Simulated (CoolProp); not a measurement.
Methane along the isotherm 182 K: density (kg/m³) from the reference equation and from simpler models built on Tc = 190.6 K, pc = 45.99 bar, ω = 0.011; each cubic takes its own stable root.

Model: reference Helmholtz-energy equation of state, Setzmann 1991, in CoolProp.

```
p (bar)   phase  reference  Soave-Redlich-Kwong  Peng-Robinson
-------  ------  ---------  -------------------  -------------
17.7        gas      22.56                22.59          22.99
53.1     liquid      289.1                260.6          291.6
70.8     liquid      301.2                278.0          310.8
88.4     liquid      310.1                290.5          324.8
106      liquid      317.4                300.6          336.0
124      liquid      323.6                309.2          345.6
142      liquid      329.1                316.7          353.8
159      liquid      333.7                322.9          360.7
177      liquid      338.1                328.9          367.2
195      liquid      342.2                334.2          373.2
212      liquid      345.7                338.9          378.3
230      liquid      349.2                343.4          383.3
```
